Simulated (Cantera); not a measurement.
Input: 1 mol C2H6, 0.24 mol NH3, 2 mol N2, equilibrated at 452 °C and 0.380 bar.

Method: chemical equilibrium by Gibbs-energy minimisation in Cantera with the NASA 1993 tables (ideal gas, pure condensed phases). Candidate condensed phases: C, C6H6, C7H8, C8H18; 92 gas species. The numbers say what is thermodynamically allowed, not how fast it happens.

Problem. What is the equilibrium state?

Solution. 
- x(N2): 0.467
- x(H2): 0.326
- x(CH4): 0.207
- x(NH3): 0.000331
- n(C(graphite)): 1.06 mol
- gas amount: 4.539 mol
